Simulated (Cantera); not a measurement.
Feed: 1 mol CsCl, 0.16 mol H₂, 5.8 mol H₂O, held at 1402 °C and 1.00 bar.

Cantera equilibrium calculation (NASA polynomials, part measured and part estimated; ideal gas, pure solids and liquids). Candidate condensed phases: Cs, CsCl, CsOH, H₂O; 22 gas species. The numbers say what is thermodynamically allowed, not how fast it happens.

Base state: H₂O 0.832, CsCl 0.134, H₂ 0.0230, HCl 0.00404, CsOH 0.00399, Cs₂Cl₂ 0.00298, Cs 5.94e-5, OH 3.08e-5 (mole fractions); condensed: gas only.

What changes in the equilibrium state with this change: temperature from 1402 °C to 577 °C?


```tsv
species	before	after
H₂O	0.832	0.973
H₂	0.0230	0.0268
CsCl	0.134	1.66e-5
HCl	0.00404	4.06e-7
Cs	5.94e-5	<1e-9
OH	3.08e-5	<1e-9
H	1.76e-5	<1e-9
CsOH	0.00399	4.06e-7
CsCl(s), mol	0	1.000
```

What changes in the equilibrium state with this change: pressure from 1.00 bar to 4.60 mbar?


```json
[
 {"species": "H₂O", "before": "0.832", "after": "0.828"},
 {"species": "CsCl", "before": "0.134", "after": "0.139"},
 {"species": "H₂", "before": "0.0230", "after": "0.0228"},
 {"species": "Cs₂Cl₂", "before": "0.00298", "after": "1.47e-5"},
 {"species": "O₂", "before": "3.10e-7", "after": "6.81e-5"},
 {"species": "Cl", "before": "2.41e-6", "after": "3.97e-5"}
]
```
